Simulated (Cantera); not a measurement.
Input: 1 mol Si, 10 mol HCl, 55 mol N₂, held at 1025 K and 0.0585 Torr.

Method: chemical equilibrium by Gibbs-energy minimisation in Cantera with the NASA 1993 tables (ideal gas, pure condensed phases). Candidate condensed phases: NH₄Cl, Si, Si₃N₄; 28 gas species. N₂ is the only nitrogen source here; it is nearly inert below about 1500 K, so the nitride shown seldom forms there in practice. The tables' values for SiCl₃ are old estimates; treat these amounts as uncertain. The numbers say what is thermodynamically allowed, not how fast it happens.

Base state: N₂ 0.853, HCl 0.120, H₂ 0.0177, SiCl₄ 0.00864, SiCl₃ 0.000221, SiCl₂ 0.000119, SiHCl₃ 1.09e-5 (mole fractions); condensed: Si₃N₄(s).

Problem. What changes in the equilibrium state with this change: temperature from 1025 K to 1573 K?

Solution. 
| species | before | after |
|---|---|---|
| N₂ | 0.853 | 0.845 |
| HCl | 0.120 | 0.119 |
| H₂ | 0.0177 | 0.0168 |
| SiCl₂ | 0.000119 | 0.0151 |
| SiCl₄ | 0.00864 | 6.66e-6 |
| SiCl | <1e-9 | 1.22e-5 |
| H | 6.57e-8 | 0.000597 |
| Cl | 4.11e-7 | 0.00336 |
| SiHCl₃ | 1.09e-5 | 1.25e-7 |
| Si₃N₄(s), mol | 0.141 | 0 |
The tables' values for SiCl₃, SiCl are old estimates; treat these amounts as uncertain.
